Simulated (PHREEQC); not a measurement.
Dissolve 0.046 mol/kgw NaHCO3, 0.28 mol/kgw Na2SO4 and 0.02 mol/kgw NaCl at 80 °C. Closed to the air; pH follows from the charge balance.

Model: ion-association model, wateq4f.dat, run in PHREEQC.

Precipitation was switched off in this run.

Task: Order these Na species by the share of Na that they hold, largest first: Na+, NaHCO3, NaCO3-, NaSO4-.

Result: Na+ (83 %), NaSO4- (16 %), NaHCO3 (0.63 %), NaCO3- (0.44 %)

The pH is 7.18 and the ionic strength 0.700 mol/kgw. The ionic strength is past about 0.7 mol/kgw, beyond the range of this activity model, so the values are rough. Species that the database lacks are ignored. Away from 25 °C the constants follow the database's enthalpies or fits; those with neither stay at their 25 °C values.
